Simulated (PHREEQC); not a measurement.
Make-up at 25 °C: 0.0051 mol/kgw ZnCl2 and 0.025 mol/kgw NiCl2. Closed to the air; pH follows from the charge balance.

Computed with PHREEQC (ion-association model, wateq4f.dat).

Q: The ionic strength comes out as 0.0865 mol/kgw. What activity coefficients do Cl-, ZnOH+, H+, ZnCl+, Zn+2 get?

A: Cl- 0.77, ZnOH+ 0.79, H+ 0.83, ZnCl+ 0.78, Zn+2 0.42.

This is a speciation only: nothing precipitates in the calculation.
